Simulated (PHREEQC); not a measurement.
Consider water at 20 °C with 0.3 mol/kgw HF, 6.7e-05 mol/kgw (CH3)4NF and 7.5e-05 mol/kgw (NH4)2SiF6. Closed to the air; pH follows from the charge balance.

All values are PHREEQC results (ion-association model, phreeqc.dat), not measurements.

```tsv
quantity	before	after
pH	1.70	1.84
ionic strength (mol/kgw)	0.0228	0.0166
F- (mol/kgw)	0.0114	0.00744
HF2- (mol/kgw)	0.0112	0.00898
SI of Quartz (SiO2)	-11.85	-9.28
```

Problem. Which change was made?
(A) (CH3)4NF replaced by NH4BF4 at the same molality
(B) temperature from 20 to 5 °C
(C) (NH4)2SiF6 from 7.5e-05 to 6.75e-05 mol/kgw
(D) temperature from 20 to 60 °C

Solution. D, temperature from 20 to 60 °C

No solid was allowed to form. (CH3)4N+ isn't in the database: it is added as a free cation with an ion size of 4 Å. Constants without temperature data keep their 25 °C values here. SiF6-2 is the database's only silicon fluoride.
